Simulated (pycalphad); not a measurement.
An equivalent pycalphad script:

```python
from pycalphad import Database, equilibrium, calculate, variables as v
import numpy as np
db = Database('COST507.tdb')
comps = ['AL', 'MG', 'SI', 'VA']
phases = ['ALMG_BETA', 'ALMG_EPS', 'ALMG_GAMMA', 'DIAMOND_A4', 'FCC_A1', 'HCP_A3', 'LIQUID', 'MG2SI']
eq = equilibrium(db, comps, phases, {v.X('MG'): 0.0172, v.X('SI'): 0.019, v.T: np.arange(1650, 349, -50), v.P: 101325, v.N: 1}, output=['HM', 'SM'])
```

Source of the numbers: pycalphad with the COST 507 light-alloy database (1999); pressure 1 atm. No gas phase is included, though pure Mg would boil below 1377 °C. These are 1990s assessments: newer ones move some temperatures and phases. Phase fractions are per mole of atoms. Diffusion is slow at the low end, where real alloys seldom reach equilibrium.

Results at three of the temperatures:

```
T = 1050.00 K, P = 101325 Pa, N = 1 mol of atoms
G = -47715 J/mol, H = 32800 J/mol, S = 76.68 J/(mol K)  (SER reference)
chemical potentials (J/mol): Al -46707, Mg -89477, Si -61060
phase             fraction      x(Al)      x(Mg)      x(Si)
LIQUID              1.0000     0.9638     0.0172     0.0190
```

```
T = 1000.00 K, P = 101325 Pa, N = 1 mol of atoms
G = -43920 J/mol, H = 31216 J/mol, S = 75.14 J/(mol K)  (SER reference)
chemical potentials (J/mol): Al -42971, Mg -84251, Si -55534
phase             fraction      x(Al)      x(Mg)      x(Si)
LIQUID              1.0000     0.9638     0.0172     0.0190
```

```
T = 600.00 K, P = 101325 Pa, N = 1 mol of atoms
G = -20440 J/mol, H = 7421 J/mol, S = 46.44 J/(mol K)  (SER reference)
chemical potentials (J/mol): Al -19998, Mg -52538, Si -13847
phase             fraction      x(Al)      x(Mg)      x(Si)
FCC_A1              0.9653     0.9985   0.000614   0.000896
MG2SI               0.0249       none     0.6667     0.3333
DIAMOND_A4          0.0098   1.14e-09       none     1.0000
```

Changes of the phase set, refined by bisection:

| T (°C) | phases above | phases below |
|---|---|---|
| 641.4 | liquid | fcc + liquid |
| 576.1 | fcc + liquid | fcc + liquid + MG2SI |
| 555 ± 3 | fcc + liquid + MG2SI | diamond (Si) + fcc + MG2SI |

Database names, with the compositions (at.%) that they take in these runs: MG2SI: Mg 67 Si 33. FCC_A1 is fcc; DIAMOND_A4 is diamond (Si). An entry "none" or "no" means that the model of the phase leaves that element out.
